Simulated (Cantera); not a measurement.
Input (Python, Cantera) and output of one run.

```python
import numpy as np
import cantera as ct

gas_names = """
    H HNO HNO2 HNO3 HO2 H2 H2O H2O2 N NH NH2 NH3 NH2OH NO NO2 NO3 N2 N2H2 N2H4 N2O O OH O2 O3
""".split()
cond_names = """
    H2O(s) H2O(L)
""".split()


# ... load() reads the species with a 1 bar reference pressure and builds the phases ...
atoms = {
    'NH3': {'N': 1, 'H': 3},
    'O2': {'O': 2},
}
top_T = {}  # K; cautious upper limits of use, not melting points


# ... equilibrate(T, P, feed) seeds the gas with the atoms and calls Mixture.equilibrate('TP', solver="vcs", rtol=1e-11, max_steps=5000) ...
results = []
feed = {'NH3': 1, 'O2': 1.1}  # mol
P = 15000  # Pa
for T in [2323, 2398, 2473, 2548, 2623, 2698, 2773, 2848, 2923, 2998, 3073, 3148]:
    mix = equilibrate(T, P, feed)
    results.append((T, P, feed, dict(zip(mix.species_names, mix.species_moles))))
    x = sorted(zip(gas.X, gas.species_names), reverse=True)
    print(f"T = {T:g} K  P = {P:g} Pa  gas = {mix.phase_moles(0):.4g} mol")
    print("   x: " + "  ".join(f"{s} {v:.3e}" for v, s in x if v > 1e-05))
    print("   condensed (mol): " + ("  ".join(f"{mix.phase(i).name} {mix.phase_moles(i):.4g}"
          for i in range(1, mix.n_phases) if mix.phase_moles(i) > 1e-12) or "none"))
```

Output:

```
T = 2323 K  P = 15000 Pa  gas = 2.39 mol
   x: H2O 6.021e-01  N2 2.058e-01  O2 1.388e-01  OH 2.835e-02  H2 9.862e-03  NO 6.835e-03  O 5.455e-03  H 2.792e-03
   condensed (mol): none
T = 2398 K  P = 15000 Pa  gas = 2.408 mol
   x: H2O 5.877e-01  N2 2.037e-01  O2 1.368e-01  OH 3.630e-02  H2 1.458e-02  O 8.194e-03  NO 7.826e-03  H 4.912e-03  HO2 1.190e-05
   condensed (mol): none
T = 2473 K  P = 15000 Pa  gas = 2.433 mol
   x: H2O 5.688e-01  N2 2.011e-01  O2 1.345e-01  OH 4.554e-02  H2 2.086e-02  O 1.200e-02  NO 8.862e-03  H 8.316e-03  HO2 1.420e-05
   condensed (mol): none
T = 2548 K  P = 15000 Pa  gas = 2.466 mol
   x: H2O 5.445e-01  N2 1.978e-01  O2 1.322e-01  OH 5.596e-02  H2 2.889e-02  O 1.716e-02  H 1.357e-02  NO 9.927e-03  HO2 1.664e-05
   condensed (mol): none
T = 2623 K  P = 15000 Pa  gas = 2.511 mol
   x: H2O 5.142e-01  N2 1.936e-01  O2 1.297e-01  OH 6.737e-02  H2 3.870e-02  O 2.402e-02  H 2.139e-02  NO 1.100e-02  HO2 1.913e-05
   condensed (mol): none
T = 2698 K  P = 15000 Pa  gas = 2.571 mol
   x: H2O 4.775e-01  N2 1.885e-01  O2 1.270e-01  OH 7.940e-02  H2 5.006e-02  O 3.294e-02  H 3.258e-02  NO 1.207e-02  HO2 2.156e-05
   condensed (mol): none
T = 2773 K  P = 15000 Pa  gas = 2.647 mol
   x: H2O 4.344e-01  N2 1.823e-01  O2 1.239e-01  OH 9.150e-02  H2 6.248e-02  H 4.798e-02  O 4.433e-02  NO 1.308e-02  HO2 2.376e-05
   condensed (mol): none
T = 2848 K  P = 15000 Pa  gas = 2.745 mol
   x: H2O 3.857e-01  N2 1.752e-01  O2 1.201e-01  OH 1.030e-01  H2 7.511e-02  H 6.836e-02  O 5.852e-02  NO 1.401e-02  HO2 2.555e-05
   condensed (mol): none
T = 2923 K  P = 15000 Pa  gas = 2.867 mol
   x: H2O 3.329e-01  N2 1.670e-01  O2 1.155e-01  OH 1.129e-01  H 9.426e-02  H2 8.684e-02  O 7.578e-02  NO 1.481e-02  HO2 2.670e-05
   condensed (mol): none
T = 2998 K  P = 15000 Pa  gas = 3.016 mol
   x: H2O 2.779e-01  N2 1.581e-01  H 1.258e-01  OH 1.203e-01  O2 1.098e-01  H2 9.640e-02  O 9.621e-02  NO 1.542e-02  HO2 2.701e-05  N 1.411e-05
   condensed (mol): none
T = 3073 K  P = 15000 Pa  gas = 3.194 mol
   x: H2O 2.236e-01  H 1.626e-01  N2 1.486e-01  OH 1.243e-01  O 1.196e-01  O2 1.027e-01  H2 1.026e-01  NO 1.581e-02  HO2 2.633e-05  N 2.195e-05
   condensed (mol): none
T = 3148 K  P = 15000 Pa  gas = 3.4 mol
   x: H 2.034e-01  H2O 1.727e-01  O 1.456e-01  N2 1.391e-01  OH 1.243e-01  H2 1.046e-01  O2 9.426e-02  NO 1.594e-02  N 3.331e-05  HO2 2.462e-05
   condensed (mol): none
```

These are equilibrium values from Cantera (NASA tables, ideal gas, pure condensed phases), not measurements of a reactor.
